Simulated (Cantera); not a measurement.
A perfectly stirred reactor is fed with NO : N2 = 1 : 0.81 (molar parts), at 0.133 bar; it is held at 1973 K, and followed from long to short residence time.

Detailed kinetics in Cantera: GRI-Mech 3.0 (53 species, 325 reactions).

**Question.** Predict: x(NO) at τ = 6.60 s; x(N2O) at τ = 6.60 s; x(N2) at τ = 6.60 s; x(O2) at τ = 6.60 s; x(O) at τ = 6.60 s; x(NO) at τ = 0.170 s; x(N2O) at τ = 0.170 s; x(N2) at τ = 0.170 s; x(O2) at τ = 0.170 s; x(O) at τ = 0.170 s.

**Answer.** 
| Item | Result |
|---|---|
| x(NO) at τ = 6.60 s | 0.210 |
| x(N2O) at τ = 6.60 s | 1.56e-5 |
| x(N2) at τ = 6.60 s | 0.619 |
| x(O2) at τ = 6.60 s | 0.171 |
| x(O) at τ = 6.60 s | 0.000629 |
| x(NO) at τ = 0.170 s | 0.534 |
| x(N2O) at τ = 0.170 s | 0.000117 |
| x(N2) at τ = 0.170 s | 0.457 |
| x(O2) at τ = 0.170 s | 0.00912 |
| x(O) at τ = 0.170 s | 0.000216 |
